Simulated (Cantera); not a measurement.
What does this Cantera script print?

```python
import numpy as np
import cantera as ct

gas = ct.Solution("gri30.yaml")


def delay(T, t_max=10):
    gas.TPX = T, 41000, {'CH4': 1, 'H2': 0.83, 'O2': 1.15, 'N2': 4.32}
    reactor = ct.IdealGasConstPressureReactor(gas, clone=False)
    net = ct.ReactorNet([reactor])
    net.rtol, net.atol = 1e-8, 1e-16
    while net.time < t_max:
        t_old, T_old = net.time, reactor.T
        net.step()
        if reactor.T > T + 400:  # ignition: a rise of 400 K
            return t_old + (T + 400 - T_old) / (reactor.T - T_old) * (net.time - t_old)
    return np.nan


taus = []
for T in [900, 975, 1050, 1125, 1200, 1275, 1350, 1425]:
    taus.append(delay(T))
    print(f"T0 = {T:6g} K   tau = {taus[-1]:.4e} s")
```

Result:

```
T0 =    900 K   tau = 1.2418e-01 s
T0 =    975 K   tau = 4.1954e-02 s
T0 =   1050 K   tau = 1.7694e-02 s
T0 =   1125 K   tau = 8.0842e-03 s
T0 =   1200 K   tau = 3.9595e-03 s
T0 =   1275 K   tau = 2.0769e-03 s
T0 =   1350 K   tau = 1.1661e-03 s
T0 =   1425 K   tau = 6.9905e-04 s
```

Model: GRI-Mech 3.0 (53 species, 325 reactions), integrated in Cantera. Below about 1000 K GRI-Mech 3.0 lacks low-temperature oxidation paths. Below about 950 K walls govern HO2 and H2O2 in real vessels.
